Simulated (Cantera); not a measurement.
Charge: 1 mol Si3N4, 0.0036 mol C, 1 mol N2, held at 2848.15 K and 13.0 mbar.

These are equilibrium values from Cantera (NASA tables, ideal gas, pure condensed phases), not measurements of a reactor. Candidate condensed phases: C, Si, SiC, Si3N4; 20 gas species. The tables' values for SiN are old estimates; treat these amounts as uncertain. Kinetics and transport are ignored.

Problem. What is the equilibrium state?

Solution. 
| Item | Result |
|---|---|
| x(N2) | 0.501 |
| x(Si) | 0.493 |
| x(Si2) | 0.00283 |
| x(SiN) | 0.00253 |
| x(Si2C) | 0.000438 |
| x(Si2N) | 0.000250 |
| x(CN) | 8.22e-5 |
| x(Si3) | 5.97e-5 |
| x(SiC2) | 3.17e-5 |
| gas amount | 5.970 mol |
| log10 activity of Si(l) (absent) | -0.86 |
| log10 activity of C(graphite) (absent) | -1.99 |
